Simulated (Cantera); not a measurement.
Charge: 1 mol SiH2Cl2, 1.1 mol NH3, 0.55 mol H2, at 1950 K and 1.70 mbar.

Method: chemical equilibrium by Gibbs-energy minimisation in Cantera with the NASA 1993 tables (ideal gas, pure condensed phases). Candidate condensed phases: NH4Cl, Si, Si3N4; 28 gas species. The tables' values for SiCl, SiCl3, SiN are old estimates; treat these amounts as uncertain. Gases not in the tables: Si2H6 and higher silanes. Rates play no part.

Base state: H2 0.562, HCl 0.162, SiCl2 0.118, N2 0.112, H 0.0208, Si 0.0140, SiCl 0.00474, Cl 0.00450 (mole fractions); condensed: Si(l).

### Question
What changes in the equilibrium state with this change: pressure from 1.70 mbar to 10.0 mbar?

### Answer
| species | before | after |
|---|---|---|
| H2 | 0.562 | 0.580 |
| HCl | 0.162 | 0.167 |
| SiCl2 | 0.118 | 0.122 |
| H | 0.0208 | 0.00873 |
| Si | 0.0140 | 0.00238 |
| N2 | 0.112 | 0.115 |
| Si2 | 0.000128 | 2.18e-5 |
| Si3 | 2.82e-5 | 4.79e-6 |
| SiCl3 | 0.000290 | 0.000738 |
| SiN | 5.70e-5 | 2.37e-5 |
| Si2N | 7.84e-5 | 3.27e-5 |
| Si(l), mol | 0.323 | 0.389 |

### Question
What changes in the equilibrium state with this change: H2 from 0.55 to 15 mol?

### Answer
```csv
species,before,after
H2,0.562,0.845
HCl,0.162,0.0691
N2,0.112,0.0278
SiCl2,0.118,0.0144
H,0.0208,0.0256
Si,0.0140,0.0140
SiCl3,0.000290,1.23e-5
Cl,0.00450,0.00157
SiCl,0.00474,0.00165
SiN,5.70e-5,2.83e-5
"Si(l), mol",0.323,0.388
```
The tables' values for SiCl, SiN, SiCl3 are old estimates; treat these amounts as uncertain.

### Question
What changes in the equilibrium state with this change: NH3 from 1.1 to 0.31 mol?

### Answer
```csv
species,before,after
H2,0.562,0.507
HCl,0.162,0.199
SiCl2,0.118,0.199
N2,0.112,0.0474
H,0.0208,0.0198
Si,0.0140,0.0140
SiCl3,0.000290,0.000634
SiN,5.70e-5,3.70e-5
"Si(l), mol",0.323,0.278
```
